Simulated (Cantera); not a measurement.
Titanium nitride, carbide and oxide coatings: Ti(OiPr)₄ + O₂ + H₂O

A closed system holds: 1 mol Ti(OiPr)₄, 3.5 mol O₂, 0.22 mol H₂O, at 13.3 mbar.

Cantera equilibrium calculation (NASA polynomials, part measured and part estimated; ideal gas, pure solids and liquids). Candidate condensed phases: C, C₆H₆, C₇H₈, C₈H₁₈, H₂O, Ti, TiC, TiO, TiO₂, Ti₂O₃, Ti₃O₅, Ti₄O₇; 113 gas species. The feed counts by its element totals alone. Mutual solubility and eutectic melting of coexisting phases are not modelled. TiC, TiO: taken at fixed stoichiometry. Condensed phases not in the tables: Magnéli phases beyond Ti₄O₇, solid solutions among these carbides, nitrides and lower oxides. The numbers say what is thermodynamically allowed, not how fast it happens.

```csv
T (°C),log p H₂,log p CO,log p H,log p TiO,log p Ti,log p H₂O,log p CO₂,n C(graphite),n TiO₂(rutile),n Ti₃O₅(s),n TiC(s),n Ti₂O₃(s),n TiO(s),n TiO(l)
825,-2.09,-2.28,-8.65,<-13,<-13,-5.41,-5.60,2.79,1.00,0,0,0,0,0
925,-2.10,-2.27,-7.77,<-13,<-13,-5.95,-6.25,2.45,0,0.333,0,0,0,0
1025,-2.13,-2.23,-7.03,<-13,<-13,-6.24,-6.59,0,0,0,0.912,0.0438,0,0
1125,-2.13,-2.23,-6.39,-13.24,<-13,-6.18,-6.62,0,0,0,0.913,0.0437,0,0
1225,-2.13,-2.23,-5.83,-11.62,-13.79,-6.13,-6.65,0,0,0,0.913,0.0436,0,0
1325,-2.13,-2.23,-5.34,-10.20,-12.04,-6.09,-6.68,0,0,0,0.913,0.0436,0,0
1425,-2.13,-2.23,-4.90,-8.96,-10.50,-6.06,-6.70,0,0,0,0.913,0.0436,0,0
1525,-2.13,-2.23,-4.52,-7.86,-9.14,-6.03,-6.72,0,0,0,0.913,0.0436,0,0
1625,-2.13,-2.23,-4.17,-6.93,-7.95,-6.03,-6.76,0,0,0,0.891,0,0.109,0
1725,-2.13,-2.24,-3.86,-6.17,-6.91,-6.07,-6.83,0,0,0,0.891,0,0.108,0
1825,-2.14,-2.24,-3.58,-5.52,-5.99,-6.13,-6.92,0,0,0,0.890,0,0,0.102
1925,-2.15,-2.24,-3.33,-4.94,-5.17,-6.20,-7.01,0,0,0,0.884,0,0,0.0806
```
log p: log10 of the partial pressure in bar; n: condensed amount in mol.

At 825 °C the condensed part is C(graphite) + TiO₂(rutile). At 925 °C the condensed part is C(graphite) + Ti₃O₅(s). From 1025 °C to 1525 °C the condensed part is TiC(s) + Ti₂O₃(s). From 1625 °C to 1725 °C the condensed part is TiC(s) + TiO(s). From 1825 °C to 1925 °C the condensed part is TiC(s) + TiO(l).
